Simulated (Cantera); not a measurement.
Charge: 1 mol SiH2Cl2, 0.054 mol Cl2, 110 mol H2, at 552 °C and 75.0 Torr.

Cantera equilibrium calculation (NASA polynomials, part measured and part estimated; ideal gas, pure solids and liquids). Candidate condensed phases: Si; 19 gas species. Equilibrium is a limit: real reactors are often held back by kinetics, nucleation or transport.

Base state: H2 0.994, SiCl4 0.00259, SiHCl3 0.00225, HCl 0.00141, SiH2Cl2 0.000166 (mole fractions); condensed: Si(s).

**Question.** What changes in the equilibrium state with this change: SiH2Cl2 replaced by Si2H6?

**Answer.** 
```
species       before     after
----------  --------  --------
H2             0.994     0.999
HCl          0.00141  0.000488
SiHCl3       0.00225   9.28e-5
SiCl4        0.00259   3.67e-5
SiH2Cl2     0.000166   1.98e-5
Si(s), mol     0.440      1.98
```
The feed counts by its element totals alone.
